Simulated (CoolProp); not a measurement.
2000 sccm (0 °C, 1 atm) of nitrogen bubbles through liquid dimethyl carbonate at 317.9 K and leaves saturated at a total pressure of 0.15 MPa (ideal gas phase). Each further row changes one setting.

Values from CoolProp's reference Helmholtz-energy equation of state, Zhou 2011.

```csv
case,vapour pressure (kPa),mole fraction of vapour,delivery (mg/min),delivery (sccm),change of delivery for a bath 1 K warmer (%)
as stated,18.6,0.124,1130,282,5.1
bath temperature 322.9 K,23.0,0.153,1460,363,5.1
total pressure 0.3 MPa,18.6,0.0619,530,132,4.8
```
